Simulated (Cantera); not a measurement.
A Cantera script and what it prints.

```python
import numpy as np
import cantera as ct

gas_names = """
    H HO2 H2 H2O H2O2 O OH O2 O3 Pb PbO Pb2
""".split()
cond_names = """
    H2O(s) H2O(L) Pb(cr) Pb(L) PbO(rd) PbO(yw) PbO(L) PbO2(s) Pb3O4(s)
""".split()


# ... load() reads the species with a 1 bar reference pressure and builds the phases ...
atoms = {
    'PbO': {'Pb': 1, 'O': 1},
    'O2': {'O': 2},
    'H2': {'H': 2},
}
top_T = {'Pb3O4(s)': 820}  # K; cautious upper limits of use, not melting points


# ... equilibrate(T, P, feed) seeds the gas with the atoms and calls Mixture.equilibrate('TP', solver="vcs", rtol=1e-11, max_steps=5000) ...
results = []
feed = {'PbO': 1, 'O2': 1.6, 'H2': 19}  # mol
T = 823.15  # K
P = 133.322  # Pa
mix = equilibrate(T, P, feed)
results.append((T, P, feed, dict(zip(mix.species_names, mix.species_moles))))
print(gas.report(threshold=0.0001))
for i in range(1, mix.n_phases):
    print(f"{mix.phase(i).name:16s} {mix.phase_moles(i):12.5e} mol")
```

Result:

```
       temperature   823.15 K
          pressure   133.32 Pa
           density   0.00010856 kg/m^3
  mean mol. weight   5.573 kg/kmol
   phase of matter   gas

                          1 kg             1 kmol
                     ---------------   ---------------
          enthalpy       -6.6874e+06       -3.7269e+07  J
   internal energy       -7.9155e+06       -4.4113e+07  J
           entropy             42008        2.3411e+05  J/K
    Gibbs function       -4.1266e+07       -2.2998e+08  J
 heat capacity c_p            5698.3             31757  J/K
 heat capacity c_v            4206.4             23442  J/K

                      mass frac. Y      mole frac. X     chem. pot. / RT
                     ---------------   ---------------   ---------------
                H2           0.28175           0.77887           -23.914
               H2O           0.71449           0.22103           -67.754
                Pb         0.0037635        0.00010123           -9.3346
     [   +9 minor]        1.0988e-09        1.9429e-10

Pb(L)             9.98077e-01 mol
PbO(yw)           0.00000e+00 mol
PbO2(s)           0.00000e+00 mol
```

Method: chemical equilibrium by Gibbs-energy minimisation in Cantera with the NASA 1993 tables (ideal gas, pure condensed phases).
